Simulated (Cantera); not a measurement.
Input (Python, Cantera) and output of one run.

```python
import numpy as np
import cantera as ct

gas_names = """
    N NO NO2 NO3 N2 N2O O O2 O3 Pb PbO Pb2
""".split()
cond_names = """
    Pb(cr) Pb(L) PbO(rd) PbO(yw) PbO(L) PbO2(s) Pb3O4(s)
""".split()


# ... load() reads the species with a 1 bar reference pressure and builds the phases ...
atoms = {
    'PbO': {'Pb': 1, 'O': 1},
    'N2': {'N': 2},
}
top_T = {'Pb3O4(s)': 820}  # K; cautious upper limits of use, not melting points


# ... equilibrate(T, P, feed) seeds the gas with the atoms and calls Mixture.equilibrate('TP', solver="vcs", rtol=1e-11, max_steps=5000) ...
results = []
feed = {'PbO': 1, 'N2': 9.2}  # mol
P = 170  # Pa
for T in [548, 648, 748, 848, 948, 1048, 1148, 1248, 1348, 1448]:
    mix = equilibrate(T, P, feed)
    results.append((T, P, feed, dict(zip(mix.species_names, mix.species_moles))))

top = {s: max(r[3][s] / sum(r[3][g] for g in gas_names) for r in results) for s in gas_names}
cols = sorted((s for s in top if top[s] > 0.001), key=lambda s: -top[s])[:5]
seen = [c for c in cond_names if any(r[3].get(c, 0) > 1e-12 for r in results)]
print("log10 of partial pressures in bar; condensed amounts in mol")
print(f"{'T/K':>10s}" + "".join(f"{s[:9]:>10s}" for s in cols + seen))
for T, P, feed, n in results:
    ng = sum(n[g] for g in gas_names)
    print(f"{T:10.4g}" + "".join(f"{np.log10(max(n[s] / ng * P / 1e5, 1e-99)):10.3f}" for s in cols)
          + "".join(f"{n.get(c, 0):10.4g}" for c in seen))
```

It prints:

```
log10 of partial pressures in bar; condensed amounts in mol
       T/K        N2       PbO        Pb        O2   PbO(rd)   PbO(yw)
       548    -2.770   -18.663   -18.960   -19.223         1         0
       648    -2.770   -14.476   -14.902   -15.277         1         0
       748    -2.770   -11.430   -11.987   -12.311         1         0
       848    -2.770    -9.120    -9.762   -10.073         0         1
       948    -2.770    -7.310    -8.012    -8.319         0    0.9997
      1048    -2.770    -5.856    -6.602    -6.907         0    0.9911
      1148    -2.777    -4.664    -5.444    -5.747         0    0.8611
      1248    -2.818    -3.853    -4.597    -4.900         0         0
      1348    -2.820    -3.912    -4.375    -4.678         0         0
      1448    -2.822    -3.995    -4.204    -4.509         0         0
```

Equilibrium computed with Cantera from the NASA thermochemical tables; the gas is ideal and each condensed phase is pure. Gases not in the tables: (PbO)n polymers.
